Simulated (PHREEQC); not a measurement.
Solution (68 °C): 0.0051 mol/kgw HF and 0.024 mol/kgw NaF. Closed to the air; pH follows from the charge balance.

Computed with PHREEQC (ion-association model, wateq4f.dat).

Each row changes one thing in this solution. No solid was allowed to form.

```csv
case,pH,ionic strength (mol/kgw),F- (mol/kgw),HF (mol/kgw),HF2- (mol/kgw),NaF (mol/kgw)
as made,4.18,0.0238,0.0234,0.00454,0.000468,0.000229
diluted 10-fold with water,4.25,0.00246,0.00245,0.000446,4.80e-6,3.00e-6
NaF from 0.024 to 0.24 mol/kgw,5.30,0.227,0.224,0.00250,0.00259,0.0135
NaF from 0.024 to 0.0216 mol/kgw,4.13,0.0215,0.0211,0.00457,0.000424,0.000189
HF from 0.0051 to 0.00561 mol/kgw,4.13,0.0239,0.0233,0.00499,0.000513,0.000229
HF from 0.0051 to 0.00051 mol/kgw,5.18,0.0238,0.0237,0.000455,4.76e-5,0.000233
temperature from 68 to 45 °C,3.98,0.0239,0.0234,0.00448,0.000452,0.000233
HF left out,7.34,0.0238,0.0238,3.19e-6,3.34e-7,0.000233
0.023 mol/kgw H2SO4 added,2.06,0.0431,0.00112,0.0270,0.000133,9.83e-6
```

Away from 25 °C the constants follow the database's enthalpies or fits; those with neither stay at their 25 °C values.
